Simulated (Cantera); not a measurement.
A freely propagating, adiabatic, planar premixed flame of H2 : O2 : N2 : H2O = 1 : 0.333 : 1.25 : 0.065 (molar parts), unburnt at 575 K and 6.61 atm; mixture-averaged transport, grid criteria slope 0.08 and curve 0.16, no radiation.

Computed with Cantera and the H2/O2 subset of GRI-Mech 3.0, which has no nitrogen chemistry. The hydrogen kinetics of GRI-Mech 3.0 are dated; newer H2 mechanisms differ, most at raised pressure. Burning velocities carry a grid error of a few per cent, more on coarse grids.

**Question.** Predict: laminar burning velocity; thermal thickness; peak x(OH); peak x(O); peak x(HO2).

**Answer.** 
| Property | Value |
|---|---|
| laminar burning velocity | 776 cm/s |
| thermal thickness | 0.0372 mm |
| peak x(OH) | 0.00987 |
| peak x(O) | 0.00371 |
| peak x(HO2) | 0.00124 |
